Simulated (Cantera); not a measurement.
A closed system holds: 1 mol FeS, 3.1 mol H2S, 0.2 mol H2O, equilibrated at 1323 K and 7.50 Torr.

Equilibrium computed with Cantera from the NASA thermochemical tables; the gas is ideal and each condensed phase is pure. Candidate condensed phases: Fe, FeO, Fe(OH)2, Fe(OH)3, FeS, FeSO4, FeS2, Fe2O3, Fe2(SO4)3, Fe3O4, H2O, H2SO4, S; 22 gas species. FeS: taken at fixed stoichiometry. The numbers say what is thermodynamically allowed, not how fast it happens.

Base state: H2 0.483, S2 0.241, H2S 0.228, H2O 0.0458, SH 0.00249, S2O 2.62e-5, SO 2.40e-5, SO2 2.14e-5 (mole fractions); condensed: FeS(s).

### Question
What changes in the equilibrium state with this change: pressure from 7.50 Torr to 75.0 Torr?

### Answer
```csv
species,before,after
H2S,0.228,0.433
H2,0.483,0.344
S2,0.241,0.171
H2O,0.0458,0.0501
S,1.95e-5,5.20e-6
H,1.10e-5,2.94e-6
SO,2.40e-5,9.82e-6
SO2,2.14e-5,1.35e-5
"FeS(s), mol",1.00,1.00
```
